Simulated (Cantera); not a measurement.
Input: 1 mol B2H6, 23 mol N2, 24 mol H2, equilibrated at 0.000320 bar.

These are equilibrium values from Cantera (NASA tables, ideal gas, pure condensed phases), not measurements of a reactor. Candidate condensed phases: B, BN; 15 gas species. The feed counts by its element totals alone. Equilibrium is a limit: real reactors are often held back by kinetics, nucleation or transport. All values below are at 1623 K.

Base state: H2 0.549, N2 0.448, H 0.00286 (mole fractions); condensed: BN(s).

Q: What changes in the equilibrium state with this change: pressure from 0.000320 bar to 0.0250 bar?

A: 
| species | before | after |
|---|---|---|
| H2 | 0.549 | 0.551 |
| N2 | 0.448 | 0.449 |
| H | 0.00286 | 0.000324 |
| BN(s), mol | 2.00 | 2.00 |
